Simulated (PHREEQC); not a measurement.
Make-up at 25 °C: 0.25 mol/kgw NaHCO3 and 0.021 mol/kgw Na2HPO4. Closed to the air; pH follows from the charge balance.

Computed with PHREEQC (ion-association model, phreeqc.dat).

Precipitation was switched off in this run.

Problem. Predict the pH, density, specific conductance.

Solution. pH 7.92; density 1.015 g/cm³; specific conductance 19100 µS/cm.

Problem. In which forms is Na present?

Solution. Na+ 92 %, NaHCO3 5.8 %, NaCO3- 1.1 %, NaHPO4- 0.8 % of the Na.
